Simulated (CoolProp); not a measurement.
A simple Rankine cycle with R245fa: condensing at 293.15 K, boiler at 1.3 MPa, turbine inlet 376.3 K, turbine efficiency 0.65, pump efficiency 0.8, no recuperator. Each further row changes one setting.

Computed with CoolProp (reference Helmholtz-energy equation of state, Akasaka 2015).

```json
[
 {"case": "as stated", "thermal efficiency (%)": "11.0", "net work (kJ/kg)": "27.6", "heat in (kJ/kg)": "252", "turbine exit temperature (K)": "326.0", "volume ratio over the turbine": "11.7"},
 {"case": "turbine inlet 396.3 K", "thermal efficiency (%)": "11.0", "net work (kJ/kg)": "(withheld)", "heat in (kJ/kg)": "276", "turbine exit temperature (K)": "(withheld)", "volume ratio over the turbine": "(withheld)"},
 {"case": "condensing temperature 285.15 K", "thermal efficiency (%)": "12.0", "net work (kJ/kg)": "31.4", "heat in (kJ/kg)": "262", "turbine exit temperature (K)": "321.2", "volume ratio over the turbine": "16.0"},
 {"case": "boiler pressure 0.91 MPa", "thermal efficiency (%)": "9.7", "net work (kJ/kg)": "25.1", "heat in (kJ/kg)": "(withheld)", "turbine exit temperature (K)": "(withheld)", "volume ratio over the turbine": "7.63"},
 {"case": "turbine efficiency 0.55", "thermal efficiency (%)": "(withheld)", "net work (kJ/kg)": "23.2", "heat in (kJ/kg)": "252", "turbine exit temperature (K)": "330.7", "volume ratio over the turbine": "11.9"}
]
```

### Question
What belongs in the gaps?

### Answer

- turbine inlet 396.3 K, net work (kJ/kg): 30.3
- turbine inlet 396.3 K, turbine exit temperature (K): 349.1
- turbine inlet 396.3 K, volume ratio over the turbine: 11.2
- boiler pressure 0.91 MPa, heat in (kJ/kg): 260
- boiler pressure 0.91 MPa, turbine exit temperature (K): 337.7
- turbine efficiency 0.55, thermal efficiency (%): 9.2
